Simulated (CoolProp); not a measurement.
Vapour-liquid equilibrium of R22 (1) + R134a (2) at 13.1 bar; x and y are mole fractions of (1).

Computed with CoolProp (multi-fluid Helmholtz-energy mixture model, Kamei 1995 and Tillner-Roth 1994; pair parameters Bell 2016).

Task: Give the bubble temperature and the first vapour's composition at x = 0.15, 0.35, 0.55. Is there an azeotrope?

Result: x = 0.15: 319.6 K, y = 0.199; x = 0.35: 315.8 K, y = 0.426; x = 0.55: 312.6 K, y = 0.622. No azeotrope shows between x = 0.05 and 0.95.

Pair parameters are fitted to limited data, so mixtures are less certain than the pure fluids.
